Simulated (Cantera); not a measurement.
Thermodynamics of halide evaporation, hydrolysis and transport, feed MgF2 + N2

Feed: 1 mol MgF2, 0.26 mol N2, held at 0.0133 bar.

Equilibrium computed with Cantera from the NASA thermochemical tables; the gas is ideal and each condensed phase is pure. Candidate condensed phases: Mg, MgF2; 13 gas species. Rates play no part.

From 1698 K to 1898 K the condensed part is MgF2(l). From 1948 K to 2148 K nothing is condensed. The main Mg-bearing gas is MgF2 throughout.

```csv
T (K),log p N2,log p MgF2,log p F,log p MgF,log p Mg2F4,log p Mg,log p N,n MgF2(l)
1698,-1.91,-2.96,-6.92,-6.92,-6.23,-9.40,-12.23,0.976
1748,-1.95,-2.69,-6.54,-6.54,-5.91,-8.98,-11.82,0.953
1798,-2.01,-2.44,-6.17,-6.18,-5.61,-8.59,-11.46,0.902
1848,-2.15,-2.20,-5.83,-5.83,-5.33,-8.22,-11.15,0.767
1898,-2.55,-1.98,-5.50,-5.51,-5.06,-7.87,-10.99,0.0331
1948,-2.56,-1.98,-5.30,-5.31,-5.22,-7.54,-10.66,0
1998,-2.56,-1.98,-5.11,-5.11,-5.38,-7.22,-10.34,0
2048,-2.56,-1.98,-4.92,-4.93,-5.53,-6.92,-10.03,0
2098,-2.56,-1.98,-4.75,-4.76,-5.68,-6.64,-9.74,0
2148,-2.56,-1.98,-4.58,-4.60,-5.82,-6.37,-9.46,0
```
log p: log10 of the partial pressure in bar; n: condensed amount in mol.
